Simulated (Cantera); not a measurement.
Hydrocarbon pyrolysis for carbon deposition

An isothermal, constant-pressure homogeneous reactor starts with CH4 : N2 = 1 : 4.6 (molar parts), at 1825 K and 59.3 Torr.

Detailed kinetics in Cantera: GRI-Mech 3.0 (53 species, 325 reactions). GRI-Mech 3.0 stops at C3 and has no aromatics, soot or wall deposition, so with more carbon than oxygen in the feed, carbon stays in small species such as C2H2 where larger ones or solid carbon would form.

```csv
t (s),x CH4,x H2,x C2H4,x C2H6,x C2H,x HCN
0.000100,0.178,0.000109,5.33e-7,1.15e-7,<1e-12,<1e-12
0.000314,0.178,0.000381,1.84e-5,2.47e-6,5.26e-12,1.39e-11
0.000988,0.175,0.00225,0.000539,3.33e-5,1.27e-9,4.10e-10
0.00311,0.147,0.0302,0.00783,0.000175,1.03e-7,4.19e-8
0.00977,0.0685,0.135,0.00312,5.94e-5,8.55e-7,8.26e-7
0.0307,0.0229,0.197,0.000327,8.36e-6,1.45e-6,3.20e-6
0.0965,0.00552,0.220,4.69e-5,6.84e-7,2.01e-6,7.83e-6
0.304,0.00126,0.225,2.75e-5,4.31e-8,2.35e-6,1.41e-5
0.954,0.000345,0.226,2.65e-5,3.55e-9,2.42e-6,2.10e-5
3.00,0.000137,0.227,2.65e-5,7.09e-10,2.43e-6,2.88e-5
```
x: mole fraction; the columns are a selection and need not sum to one.

Equilibrium at this temperature and pressure: CH4 7.23e-5, H2 0.227, C2H4 1.09e-5, C2H6 2.23e-10, C2H 1.00e-6, HCN 0.0891 (gas phase only).
